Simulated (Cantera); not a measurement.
A perfectly stirred reactor is fed with 3.13 % CH4, 1.00 % CO, 14.1 % O2, 81.8 % N2, at 5.00 bar; it is adiabatic with a 625 K inlet, and is followed from long to short residence time, starting on the burning branch (τ in s: 0.048, 0.019, 0.0071, 0.0027, 0.0011, 0.00041, 0.00016, 6e-05, 2.3e-05).

Model: GRI-Mech 3.0 (53 species, 325 reactions), integrated in Cantera.

x: mole fraction; the columns are a selection and need not sum to one.

| τ (s) | T (K) | x CH4 | x CO | x O2 | x OH | x CH2O | x HO2 | x C2H6 |
|---|---|---|---|---|---|---|---|---|
| 0.048 | 1435 | 5.28e-5 | 0.000671 | 0.0741 | 7.96e-5 | 4.43e-6 | ? | 9.73e-8 |
| 0.019 | 1426 | 0.000116 | 0.00152 | 0.0746 | 8.69e-5 | 1.04e-5 | ? | 3.20e-7 |
| 0.0071 | 1397 | 0.000353 | 0.00448 | 0.0766 | 7.22e-5 | 3.40e-5 | ? | 1.68e-6 |
| 0.0027 | 625 | 0.0313 | 0.0100 | 0.141 | <1e-12 | <1e-12 | <1e-12 | <1e-12 |
| 0.0011 | 625 | 0.0313 | 0.0100 | 0.141 | <1e-12 | <1e-12 | <1e-12 | <1e-12 |
| 0.00041 | 625 | 0.0313 | 0.0100 | 0.141 | <1e-12 | <1e-12 | <1e-12 | <1e-12 |
| 0.00016 | 625 | 0.0313 | 0.0100 | 0.141 | <1e-12 | <1e-12 | <1e-12 | <1e-12 |
| 6.0e-5 | 625 | 0.0313 | 0.0100 | 0.141 | <1e-12 | <1e-12 | <1e-12 | <1e-12 |
| 2.3e-5 | 625 | 0.0313 | 0.0100 | 0.141 | <1e-12 | <1e-12 | <1e-12 | <1e-12 |

### Question
Complete the blanks.

### Answer

- 0.048, x HO2: 6.86e-6
- 0.019, x HO2: 1.41e-5
- 0.0071, x HO2: 3.35e-5
